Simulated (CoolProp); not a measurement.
Vapour-liquid equilibrium of R125 (1) + isobutane (2) at 0.189 MPa; x and y are mole fractions of (1).

Computed with CoolProp (multi-fluid Helmholtz-energy mixture model, Lemmon 2005 and Bücker 2006; pair parameters Bell 2016).

```tsv
x	bubble temperature (K)	y at the bubble point	dew temperature at overall composition x (K)	liquid density (mol/L)
0.05	265.0	0.398	277.0	10.17
0.15	250.6	0.685	273.9	10.53
0.25	244.3	0.777	270.6	10.74
0.35	241.4	0.815	266.9	10.90
0.45	240.1	0.833	262.8	11.04
0.55	239.5	0.842	258.1	11.18
0.65	239.2	0.850	252.7	11.35
0.75	238.8	0.862	246.3	11.54
0.85	238.4	0.886	239.2	11.78
0.95	238.3	0.943	238.4	12.05
```

y crosses x between x = 0.85 and 0.95: the model has an azeotrope there.

The pair parameters rest on a limited set of measurements; away from them the model extrapolates. With so large a gap from Raoult's law the liquid may split in two, which this calculation doesn't test in full.
